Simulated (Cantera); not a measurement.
Cantera run:

```python
import numpy as np
import cantera as ct

gas_names = [...]  # 91 gases of nasa_gas.yaml made of C, Cl, H
cond_names = """
    C(gr) C6H6(L) C7H8(L) C8H18(L),n-octa
""".split()


# ... load() reads the species with a 1 bar reference pressure and builds the phases ...
atoms = {
    'CH3Cl': {'C': 1, 'H': 3, 'CL': 1},
    'CH4': {'C': 1, 'H': 4},
    'H2': {'H': 2},
}
top_T = {'C(gr)': 4500}  # K; cautious upper limits of use, not melting points


# ... equilibrate(T, P, feed) seeds the gas with the atoms and calls Mixture.equilibrate('TP', solver="vcs", rtol=1e-11, max_steps=5000) ...
results = []
feed = {'CH3Cl': 1, 'CH4': 1.2, 'H2': 3.4}  # mol
P = 1.6  # Pa
for T in [1323, 1523, 1723, 1923, 2123, 2323, 2523, 2723, 2923, 3123, 3323, 3523]:
    mix = equilibrate(T, P, feed)
    results.append((T, P, feed, dict(zip(mix.species_names, mix.species_moles))))
    x = sorted(zip(gas.X, gas.species_names), reverse=True)
    print(f"T = {T:g} K  P = {P:g} Pa  gas = {mix.phase_moles(0):.4g} mol")
    print("   x: " + "  ".join(f"{s} {v:.3e}" for v, s in x if v > 0.001))
    print("   condensed (mol): " + ("  ".join(f"{mix.phase(i).name} {mix.phase_moles(i):.4g}"
          for i in range(1, mix.n_phases) if mix.phase_moles(i) > 1e-12) or "none"))
```

Result:

```
T = 1323 K  P = 1.6 Pa  gas = 7.802 mol
   x: H2 8.715e-01  HCL 1.281e-01
   condensed (mol): C(gr) 2.2
T = 1523 K  P = 1.6 Pa  gas = 7.824 mol
   x: H2 8.668e-01  HCL 1.272e-01  H 5.379e-03
   condensed (mol): C(gr) 2.2
T = 1723 K  P = 1.6 Pa  gas = 7.985 mol
   x: H2 8.331e-01  HCL 1.206e-01  H 4.161e-02  CL 4.665e-03
   condensed (mol): C(gr) 2.199
T = 1923 K  P = 1.6 Pa  gas = 8.743 mol
   x: H2 6.897e-01  H 1.956e-01  HCL 9.427e-02  CL 2.011e-02
   condensed (mol): C(gr) 2.195
T = 2123 K  P = 1.6 Pa  gas = 11.06 mol
   x: H 5.427e-01  H2 3.662e-01  CL 4.709e-02  HCL 4.329e-02
   condensed (mol): C(gr) 2.185
T = 2323 K  P = 1.6 Pa  gas = 14.17 mol
   x: H 8.327e-01  H2 9.356e-02  CL 6.104e-02  HCL 9.545e-03  C3 1.592e-03
   condensed (mol): C(gr) 2.099
T = 2523 K  P = 1.6 Pa  gas = 16.21 mol
   x: H 8.671e-01  CL 6.017e-02  C3 3.752e-02  H2 1.557e-02  C 1.346e-02  C2 3.669e-03  HCL 1.532e-03
   condensed (mol): none
T = 2723 K  P = 1.6 Pa  gas = 16.91 mol
   x: H 8.569e-01  CL 5.885e-02  C 5.283e-02  C3 2.113e-02  C2 6.661e-03  H2 3.063e-03
   condensed (mol): none
T = 2923 K  P = 1.6 Pa  gas = 17.6 mol
   x: H 8.280e-01  C 1.070e-01  CL 5.675e-02  C2 4.313e-03  C3 3.090e-03
   condensed (mol): none
T = 3123 K  P = 1.6 Pa  gas = 17.77 mol
   x: H 8.211e-01  C 1.212e-01  CL 5.625e-02  C2 1.104e-03
   condensed (mol): none
T = 3323 K  P = 1.6 Pa  gas = 17.79 mol
   x: H 8.204e-01  C 1.231e-01  CL 5.619e-02
   condensed (mol): none
T = 3523 K  P = 1.6 Pa  gas = 17.8 mol
   x: H 8.203e-01  C 1.234e-01  CL 5.618e-02
   condensed (mol): none
```

Method: chemical equilibrium by Gibbs-energy minimisation in Cantera with the NASA 1993 tables (ideal gas, pure condensed phases).
